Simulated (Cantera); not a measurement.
Input: 1 mol SiH2Cl2, 53 mol N2, at 1348.15 K and 1.00 bar.

Cantera equilibrium calculation (NASA polynomials, part measured and part estimated; ideal gas, pure solids and liquids). Candidate condensed phases: NH4Cl, Si, Si3N4; 28 gas species. N2 is the only nitrogen source here; it is nearly inert below about 1500 K, so the nitride shown seldom forms there in practice. The tables' values for SiCl3 are old estimates; treat these amounts as uncertain. Equilibrium is a limit: real reactors are often held back by kinetics, nucleation or transport.

Base state: N2 0.966, HCl 0.0268, H2 0.00500, SiCl4 0.00233, SiCl3 0.000165, SiCl2 5.86e-5, SiHCl3 2.47e-5 (mole fractions); condensed: Si3N4(s).

Q: What changes in the equilibrium state with this change: N2 from 53 to 1.7 mol?

A: 
| species | before | after |
|---|---|---|
| N2 | 0.966 | 0.409 |
| HCl | 0.0268 | 0.332 |
| H2 | 0.00500 | 0.172 |
| SiCl4 | 0.00233 | 0.0823 |
| SiH2Cl2 | 3.81e-8 | 1.04e-5 |
| SiHCl3 | 2.47e-5 | 0.00242 |
| SiCl3 | 0.000165 | 0.00276 |
| SiCl2 | 5.86e-5 | 0.000464 |
| Si3N4(s), mol | 0.287 | 0.247 |

Q: What changes in the equilibrium state with this change: SiH2Cl2 replaced by SiH4?

A: 
```csv
species,before,after
N2,0.966,0.963
H2,0.00500,0.0368
HCl,0.0268,0
SiCl4,0.00233,0
SiCl3,0.000165,0
SiCl2,5.86e-5,0
SiHCl3,2.47e-5,0
"Si3N4(s), mol",0.287,0.333
```

Q: What changes in the equilibrium state with this change: pressure from 1.00 bar to 5.70 mbar?

A: 
```json
[
 {"species": "N2", "before": "0.966", "after": "0.964"},
 {"species": "HCl", "before": "0.0268", "after": "0.0280"},
 {"species": "H2", "before": "0.00500", "after": "0.00439"},
 {"species": "SiCl2", "before": "5.86e-5", "after": "0.00228"},
 {"species": "SiCl4", "before": "0.00233", "after": "0.000642"},
 {"species": "Cl", "before": "7.33e-7", "after": "1.08e-5"},
 {"species": "SiHCl3", "before": "2.47e-5", "after": "5.72e-6"},
 {"species": "SiCl3", "before": "0.000165", "after": "0.000540"},
 {"species": "Si3N4(s), mol", "before": "0.287", "after": "0.270"}
]
```
